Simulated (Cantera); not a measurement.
An adiabatic, constant-volume homogeneous reactor starts with 24.4 % H2, 5.81 % O2, 69.8 % N2, equivalence ratio 2.1, at 1798 K and 36000 Pa.

Computed with Cantera and the H2/O2 subset of GRI-Mech 3.0, which has no nitrogen chemistry.

One state of this run: T (K) = 2606; P (bar) = 0.498; x H2 = 0.127; x O2 = 0.000164; x H2O = 0.117; x HO2 = 7.88e-8; x H = 0.0200. x: mole fraction; the columns are a selection and need not sum to one.

### Question
Which value of t (s) does it belong to?
A. 2.32e-5
B. 0.00162
C. 0.000194
D. 0.0136

### Answer
D, 0.0136
